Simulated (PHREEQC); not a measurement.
Dissolve 0.083 mol Ni(NO3)2 per kg of water at 47 °C. Closed to the air; pH follows from the charge balance.

Model: ion-association model, wateq4f.dat, run in PHREEQC.

Question: The ionic strength comes out as 0.249 mol/kgw. What activity coefficients do NiOH+, H+, NO3-, Ni+2 get?

Answer: NiOH+ 0.73, H+ 0.78, NO3- 0.67, Ni+2 0.28.

Precipitation was switched off in this run. Constants without temperature data keep their 25 °C values here.
